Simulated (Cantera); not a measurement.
Gas mixture: CH3OH : C2H2 = 0.21 : 0.092 (molar parts), at 405 Torr, frozen composition.

Cantera's kinetic-theory transport with the Lennard-Jones parameters of GRI-Mech 3.0, ideal gas; thermal conductivity in the multicomponent form. Polar gases are described roughly by these parameters. The composition is frozen, though it would react at the higher temperatures.

D: mixture-averaged diffusion coefficient of that species in the mixture.

```
T (K)  ρ (kg/m³)  cp (J/kg/K)  μ (µPa s)  λ (mW/m/K)     Pr  D (cm²/s) H2O  D (cm²/s) N2  D (cm²/s) NH3
-----  ---------  -----------  ---------  ----------  -----  -------------  ------------  -------------
400        0.491         1690       13.2        30.4  0.737          0.527           ___          0.509
650        0.302         2232       20.9        63.0  0.742           1.37           ___           1.31
900        0.218         2612       27.7        97.2  0.744           2.54           ___           2.42
1150       0.171         2910       33.7         132  0.745           3.97           ___           3.77
1400       0.140         3124       39.1         164  0.745           5.65           ___           5.34
1650       0.119         3283       44.1         194  0.745           7.54           ___           7.11
1900       0.103         3400       48.7         223  0.744           9.63           ___           9.07
2150      0.0913         3487       53.1         249  0.743           11.9           ___           11.2
2400      0.0818         3554       57.2         274  0.742           14.4           ___           13.5
```

### Question
What belongs in the gaps?

### Answer

- 400, D (cm²/s) N2: 0.506
- 650, D (cm²/s) N2: 1.21
- 900, D (cm²/s) N2: 2.12
- 1150, D (cm²/s) N2: 3.22
- 1400, D (cm²/s) N2: 4.49
- 1650, D (cm²/s) N2: 5.91
- 1900, D (cm²/s) N2: 7.48
- 2150, D (cm²/s) N2: 9.19
- 2400, D (cm²/s) N2: 11.0
